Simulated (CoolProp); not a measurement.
Values from CoolProp's reference Helmholtz-energy equation of state, Akasaka 2020.

Question: Give the vapour pressure (bar), liquid density (kg/m³), vapour density (kg/m³), enthalpy of vaporisation (kJ/kg) of saturated R1123 at 295.1 K.

Answer: 
```json
[
 {"T (K)": "295.1", "p (bar)": "19.7", "liquid density (kg/m³)": "1020", "vapour density (kg/m³)": "92.6", "enthalpy of vaporisation (kJ/kg)": "143"}
]
```
